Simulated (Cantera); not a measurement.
A closed system holds: 1 mol CCl4, 0.072 mol Si, equilibrated at 952 °C and 1.00 Torr.

These are equilibrium values from Cantera (NASA tables, ideal gas, pure condensed phases), not measurements of a reactor. Kinetics and transport are ignored.

```csv
species,before,after
Cl2,0.815,0.843
Cl,0.151,0.153
SiCl4,0.0345,0.00380
"C(graphite), mol",1.000,1.000
```
Gas species are given as mole fractions.

### Question
Name the change that produced these shifts.
A) Si from 0.072 to 0.0082 mol
B) temperature from 952 °C to 500 °C
C) pressure from 1.00 Torr to 750 Torr
D) temperature from 952 °C to 2725 °C

### Answer
A, Si from 0.072 to 0.0082 mol
